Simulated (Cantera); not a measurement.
Hydrocarbon pyrolysis for carbon deposition

A perfectly stirred reactor is fed with CH₄ : N₂ = 1 : 2.3 (molar parts), at 10.00 Torr; it is held at 1800 K, and followed from long to short residence time.

Cantera simulation using GRI-Mech 3.0 (53 species, 325 reactions); the numbers are that mechanism's predictions, not measurements. GRI-Mech 3.0 stops at C3 and has no aromatics, soot or wall deposition, so with more carbon than oxygen in the feed, carbon stays in small species such as C2H2 where larger ones or solid carbon would form. Radical loss at walls, strong at low pressure, is not modelled.

| τ (s) | x CH₄ | x C₂H | x HCN | x H | x C₂H₄ |
|---|---|---|---|---|---|
| 0.60 | 0.0402 | 1.87e-6 | 1.01e-5 | 0.000644 | 0.000560 |
| 0.24 | 0.0677 | 1.48e-6 | 4.05e-6 | 0.000515 | 0.00141 |
| 0.094 | 0.110 | 1.07e-6 | 1.46e-6 | 0.000381 | 0.00336 |
| 0.037 | 0.168 | 6.04e-7 | 3.95e-7 | 0.000233 | 0.00683 |
| 0.015 | 0.241 | 1.73e-7 | 4.88e-8 | 8.66e-5 | 0.00845 |
| 0.0058 | 0.292 | 1.22e-8 | 1.19e-9 | 1.37e-5 | 0.00239 |
| 0.0023 | 0.301 | 5.66e-10 | 4.00e-11 | 3.26e-6 | 0.000213 |
| 0.00092 | 0.302 | 1.55e-11 | 3.60e-12 | 1.94e-6 | 1.46e-5 |
| 0.00036 | 0.303 | <1e-12 | <1e-12 | 1.73e-6 | 8.51e-7 |
x: mole fraction; the columns are a selection and need not sum to one.
